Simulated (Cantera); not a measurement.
Input: 1 mol CaCl2, 0.32 mol H2O, 3.4 mol N2, at 0.00650 bar.

Equilibrium computed with Cantera from the NASA thermochemical tables; the gas is ideal and each condensed phase is pure. Candidate condensed phases: Ca, CaCl2, CaO, Ca(OH)2, H2O, NH4Cl; 36 gas species. Condensed phases not in the tables: oxide chlorides. Kinetics and transport are ignored. All values below are at 1650 K.

Base state: N2 0.719, CaCl2 0.165, HCl 0.0915, H2O 0.0207, Cl 0.00234, H2 0.00119, H 3.89e-5, OH 3.05e-5 (mole fractions); condensed: CaO(s).

Problem. What changes in the equilibrium state with this change: pressure from 0.00650 bar to 0.0760 bar?

Solution. 
```tsv
species	before	after
N2	0.719	0.745
CaCl2	0.165	0.139
HCl	0.0915	0.0908
H2O	0.0207	0.0241
H	3.89e-5	7.61e-6
Cl	0.00234	0.00102
H2	0.00119	0.000533
OH	3.05e-5	1.56e-5
NO	1.26e-5	9.76e-6
CaO(s), mol	0.222	0.210
CaCl2(l), mol	0	0.156
```
Mutual solubility and eutectic melting of coexisting phases are not modelled.
